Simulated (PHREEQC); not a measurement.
1 kg of water holding 0.18 mol NaCl, 0.041 mol KCl, 0.025 mol CaCl2, 0.01 mol SrCl2 and 0.0033 mol MgCl2 is evaporated at 25 °C; the solids stay in contact with the brine. The system is closed to CO2. Solids allowed: Bischofite, Brucite, Carnallite, Halite, Portlandite, Sylvite, MgCl2_4H2O. Others were left out.

The numbers come from PHREEQC with the Pitzer model, pitzer.dat.

| water left (kg) | ionic strength | water activity | Halite (mol) | Sylvite (mol) | Ca in solution (mol/kgw) |
|---|---|---|---|---|---|
| 1 | 0.336 | 0.991 | 0 | 0 | 0.0250 |
| 0.5552 | 0.605 | 0.984 | 0 | 0 | 0.0450 |
| 0.3082 | 1.09 | 0.970 | 0 | 0 | 0.0811 |
| 0.2082 | 1.61 | 0.955 | 0 | 0 | 0.120 |
| 0.1156 | 2.91 | 0.915 | 0 | 0 | 0.216 |
| 0.06418 | 5.23 | 0.831 | 0 | 0 | 0.390 |
| 0.03564 | 8.23 | 0.715 | 0.0427 | 0 | 0.701 |
| 0.02407 | 9.37 | 0.690 | 0.110 | 0.000779 | 1.04 |
| 0.01337 | 11.4 | 0.637 | 0.159 | 0.0244 | 1.87 |
| 0.007426 | 16.3 | 0.454 | 0.178 | 0.0368 | 3.37 |

Halite from water left = 0.03564 kg; Sylvite from water left = 0.02407 kg.

Complexes and solids missing from the database can't appear.
